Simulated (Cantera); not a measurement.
Input (Python, Cantera) and output of one run.

```python
import numpy as np
import cantera as ct

gas_names = """
    Cu CuF CuF2 CuO Cu2 F FO FO2 F2 F2O H HF HOF HO2 H2 H2F2 H2O H2O2 H3F3 H4F4 H5F5 H6F6 H7F7 O OH O2
    O3
""".split()
cond_names = """
    Cu(cr) Cu(L) CuF2(s) CuF2(L) CuO(s) CuO2H2(s) Cu2O(s) Cu2O(L) H2O(s) H2O(L)
""".split()


# ... load() reads the species with a 1 bar reference pressure and builds the phases ...
atoms = {
    'CuO': {'Cu': 1, 'O': 1},
    'HF': {'H': 1, 'F': 1},
}
top_T = {'CuO(s)': 1390}  # K; cautious upper limits of use, not melting points


# ... equilibrate(T, P, feed) seeds the gas with the atoms and calls Mixture.equilibrate('TP', solver="vcs", rtol=1e-11, max_steps=5000) ...
results = []
feed = {'CuO': 1, 'HF': 29}  # mol
T = 1250  # K
P = 15  # Pa
mix = equilibrate(T, P, feed)
results.append((T, P, feed, dict(zip(mix.species_names, mix.species_moles))))
print(gas.report(threshold=0.001))
for i in range(1, mix.n_phases):
    print(f"{mix.phase(i).name:16s} {mix.phase_moles(i):12.5e} mol")
```

It prints:

```
       temperature   1250 K
          pressure   15 Pa
           density   3.1073e-05 kg/m^3
  mean mol. weight   21.53 kg/kmol
   phase of matter   gas

                          1 kg             1 kmol
                     ---------------   ---------------
          enthalpy       -1.0924e+07        -2.352e+08  J
   internal energy       -1.1407e+07       -2.4559e+08  J
           entropy             13619        2.9321e+05  J/K
    Gibbs function       -2.7948e+07       -6.0171e+08  J
 heat capacity c_p            1467.8             31601  J/K
 heat capacity c_v            1081.6             23287  J/K

                      mass frac. Y      mole frac. X     chem. pot. / RT
                     ---------------   ---------------   ---------------
               CuF          0.087819          0.022905           -43.904
                HF           0.88917           0.95687           -58.342
               H2O         0.0096029          0.011476           -62.148
                O2          0.012622         0.0084925           -40.783
     [  +23 minor]        0.00078614        0.00025627

Cu(cr)            0.00000e+00 mol
CuF2(L)           0.00000e+00 mol
CuO(s)            0.00000e+00 mol
CuO2H2(s)         0.00000e+00 mol
Cu2O(s)           1.57377e-01 mol
```

Equilibrium computed with Cantera from the NASA thermochemical tables; the gas is ideal and each condensed phase is pure.
